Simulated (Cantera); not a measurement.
A Cantera script and what it prints.

```python
import numpy as np
import cantera as ct

gas_names = """
    H H2 P PH PH3 P2 P4
""".split()
cond_names = """
    P(cr) P(L)
""".split()


# ... load() reads the species with a 1 bar reference pressure and builds the phases ...
atoms = {
    'PH3': {'P': 1, 'H': 3},
    'H2': {'H': 2},
}
top_T = {}  # K; cautious upper limits of use, not melting points


# ... equilibrate(T, P, feed) seeds the gas with the atoms and calls Mixture.equilibrate('TP', solver="vcs", rtol=1e-11, max_steps=5000) ...
results = []
feed = {'PH3': 1, 'H2': 0.066}  # mol
P = 3100  # Pa
for T in [1775, 1925, 2075, 2225, 2375, 2525, 2675, 2825, 2975]:
    mix = equilibrate(T, P, feed)
    results.append((T, P, feed, dict(zip(mix.species_names, mix.species_moles))))

top = {s: max(r[3][s] / sum(r[3][g] for g in gas_names) for r in results) for s in gas_names}
cols = sorted((s for s in top if top[s] > 1e-05), key=lambda s: -top[s])[:5]
seen = [c for c in cond_names if any(r[3].get(c, 0) > 1e-12 for r in results)]
print("log10 of partial pressures in bar; condensed amounts in mol")
print(f"{'T/K':>10s}" + "".join(f"{s[:9]:>10s}" for s in cols + seen))
for T, P, feed, n in results:
    ng = sum(n[g] for g in gas_names)
    print(f"{T:10.4g}" + "".join(f"{np.log10(max(n[s] / ng * P / 1e5, 1e-99)):10.3f}" for s in cols)
          + "".join(f"{n.get(c, 0):10.4g}" for c in seen))
```

It prints:

```
log10 of partial pressures in bar; condensed amounts in mol
       T/K        H2         H        P2         P        PH
      1775    -1.630    -4.353    -2.126    -5.270    -5.641
      1925    -1.632    -3.835    -2.127    -4.700    -5.268
      2075    -1.636    -3.393    -2.130    -4.214    -4.950
      2225    -1.646    -3.012    -2.138    -3.795    -4.681
      2375    -1.667    -2.684    -2.155    -3.433    -4.456
      2525    -1.705    -2.405    -2.185    -3.121    -4.275
      2675    -1.769    -2.172    -2.238    -2.857    -4.142
      2825    -1.871    -1.985    -2.321    -2.638    -4.063
      2975    -2.019    -1.845    -2.444    -2.465    -4.044
```

Equilibrium computed with Cantera from the NASA thermochemical tables; the gas is ideal and each condensed phase is pure.
